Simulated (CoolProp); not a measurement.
Vapour-liquid equilibrium of propane (1) + isobutene (2) at 260.2 K; x and y are mole fractions of (1).

The numbers come from the multi-fluid Helmholtz-energy mixture model, Lemmon 2009 and Lemmon 2005; pair parameters Bell 2016 in CoolProp.

```tsv
x	bubble pressure (bar)	y at the bubble point	dew pressure at overall composition x (bar)	liquid density (mol/L)
0.05	0.9653	0.207	0.8331	11.33
0.125	1.182	0.394	0.8916	11.40
0.2	1.371	0.512	0.9583	11.47
0.275	1.542	0.598	1.035	11.55
0.35	1.703	0.665	1.124	11.63
0.425	1.859	0.722	1.227	11.71
0.5	2.014	0.771	1.349	11.79
0.575	2.170	0.815	1.493	11.88
0.65	2.330	0.855	1.665	11.96
0.725	2.494	0.892	1.869	12.05
0.8	2.662	0.926	2.114	12.14
0.875	2.834	0.956	2.415	12.23
0.95	3.010	0.984	2.798	12.32
```

No azeotrope shows between x = 0.05 and 0.95.

The pair parameters rest on a limited set of measurements; away from them the model extrapolates.
